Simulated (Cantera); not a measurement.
Feed: 1 mol Pb, 0.052 mol CO, 3 mol N2, equilibrated at 525 °C and 0.120 bar.

Cantera equilibrium calculation (NASA polynomials, part measured and part estimated; ideal gas, pure solids and liquids). Candidate condensed phases: C, Pb, PbO, PbO2, Pb3O4; 27 gas species. The numbers say what is thermodynamically allowed, not how fast it happens.

Question: What is the equilibrium state?

Answer: 
* **x(N2)**: 0.985
* **x(CO)**: 0.0129
* **x(CO2)**: 0.00210
* **n(C(graphite))**: 0.00639 mol
* **n(Pb(l))**: 1.000 mol
* **gas amount**: 3.046 mol
* **log10 activity of PbO2(s) (absent)**: -21.80
* **log10 activity of Pb3O4(s) (absent)**: -32.22
